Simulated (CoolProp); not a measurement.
Vapour-liquid equilibrium of benzene (1) + n-nonane (2) at 0.0671 MPa; x and y are mole fractions of (1).

Computed with CoolProp (multi-fluid Helmholtz-energy mixture model, Thol 2012 and Lemmon 2006; pair parameters Bell 2016).

```
x      bubble temperature (K)  y at the bubble point  dew temperature at overall composition x (K)  liquid density (mol/L)
-----  ----------------------  ---------------------  --------------------------------------------  ----------------------
0.05                    396.3                  0.341                                             …                   5.068
0.125                   382.5                  0.605                                         404.8                   5.373
0.2                     373.2                  0.734                                         402.0                       …
0.275                       …                  0.806                                         399.1                   5.971
0.35                    361.7                  0.851                                         395.9                   6.286
0.425                   357.9                  0.882                                         392.5                   6.621
0.5                         …                  0.905                                         388.7                   6.982
0.575                   352.2                  0.924                                         384.4                   7.375
0.65                    349.8                  0.939                                         379.6                   7.808
0.725                   347.7                  0.953                                         374.0                   8.287
0.8                     345.6                  0.967                                         367.2                   8.820
0.875                   343.6                  0.979                                         358.8                   9.419
0.95                    341.7                  0.992                                         348.2                   10.09
```

Task: Fill in the missing entries.

Result: 
- 0.05, dew temperature at overall composition x (K): 407.4
- 0.2, liquid density (mol/L): 5.670
- 0.275, bubble temperature (K): 366.6
- 0.5, bubble temperature (K): 354.8

No azeotrope shows between x = 0.05 and 0.95.

Pair parameters are fitted to limited data, so mixtures are less certain than the pure fluids.
